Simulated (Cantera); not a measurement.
Input: 1 mol MgO, 49 mol Cl2, held at 1398 K and 90.0 Torr.

Equilibrium computed with Cantera from the NASA thermochemical tables; the gas is ideal and each condensed phase is pure. Candidate condensed phases: Mg, MgCl2, MgO; 11 gas species. Rates play no part.

Base state: Cl2 0.894, Cl 0.0764, MgCl2 0.0194, O2 0.00968, ClO 7.36e-5 (mole fractions); condensed: gas only.

What changes in the equilibrium state with this change: pressure from 90.0 Torr to 750 Torr?


| species | before | after |
|---|---|---|
| Cl2 | 0.894 | 0.943 |
| Cl | 0.0764 | 0.0272 |
| MgCl2 | 0.0194 | 0.0199 |
| ClO | 7.36e-5 | 7.65e-5 |
| O2 | 0.00968 | 0.00993 |

What changes in the equilibrium state with this change: pressure from 90.0 Torr to 0.173 Torr?


```csv
species,before,after
Cl,0.0764,0.796
Cl2,0.894,0.186
MgCl2,0.0194,0.0122
ClO,7.36e-5,2.66e-5
O2,0.00968,0.00607
```
